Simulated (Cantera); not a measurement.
Input (Python, Cantera):

```python
import numpy as np
import cantera as ct

gas = ct.Solution("gri30.yaml")
gas.TPX = 1225, 33, {'C2H6': 1, 'N2': 140}
inlet = ct.Reservoir(gas, clone=True)

reactor = ct.IdealGasConstPressureReactor(gas, energy="off", clone=False)
exhaust = ct.Reservoir(gas, clone=True)
tau = [0.99, 0.31, 0.096, 0.03, 0.0092, 0.0029, 0.00089, 0.00028][0]
for a, b in ((inlet, reactor), (reactor, exhaust)):
    ct.MassFlowController(a, b, mdot=lambda t: reactor.mass / tau)
net = ct.ReactorNet([reactor])
show = ['C2H6', 'H2', 'C2H2', 'CH3', 'HCN', 'H']

rows = []
print(f"{'tau/s':>10s}{'T/K':>9s}" + "".join(f"{s:>11s}" for s in show))
for tau in [0.99, 0.31, 0.096, 0.03, 0.0092, 0.0029, 0.00089, 0.00028]:
    net.initial_time = 0.0
    net.advance(30 * tau)
    before = gas.X
    net.advance(40 * tau)
    drift = np.max(np.abs(gas.X - before) / (gas.X + 1e-9))
    rows.append([gas.T, *gas[show].X, drift])
    print(f"{tau:10.3e}{gas.T:9.1f}" + "".join(f"{x:11.3e}" for x in gas[show].X))
```

Output:

```
     tau/s      T/K       C2H6         H2       C2H2        CH3        HCN          H
 9.900e-01   1225.0  6.366e-03  5.681e-04  9.970e-06  1.569e-04  8.306e-09  7.242e-06
 3.100e-01   1225.0  6.985e-03  6.761e-05  1.333e-07  5.681e-05  7.202e-10  2.505e-06
 9.600e-02   1225.0  7.078e-03  3.085e-06  3.985e-10  1.884e-05  2.074e-12  3.645e-07
 3.000e-02   1225.0  7.089e-03  8.659e-08  1.218e-12  6.078e-06  7.260e-16  3.269e-08
 9.200e-03   1225.0  7.091e-03  1.870e-09  8.033e-15  1.883e-06  3.160e-19  2.302e-09
 2.900e-03   1225.0  7.092e-03  3.811e-11  8.792e-17  5.952e-07  5.231e-21  1.488e-10
 8.900e-04   1225.0  7.092e-03  1.114e-12  9.277e-19  1.828e-07  1.508e-22  1.416e-11
 2.800e-04   1225.0  7.092e-03  8.042e-14  1.185e-20  5.754e-08  4.701e-24  3.252e-12
```

Cantera simulation using GRI-Mech 3.0 (53 species, 325 reactions); the numbers are that mechanism's predictions, not measurements. GRI-Mech 3.0 stops at C3 and has no aromatics, soot or wall deposition, so with more carbon than oxygen in the feed, carbon stays in small species such as C2H2 where larger ones or solid carbon would form. Radical loss at walls, strong at low pressure, is not modelled.
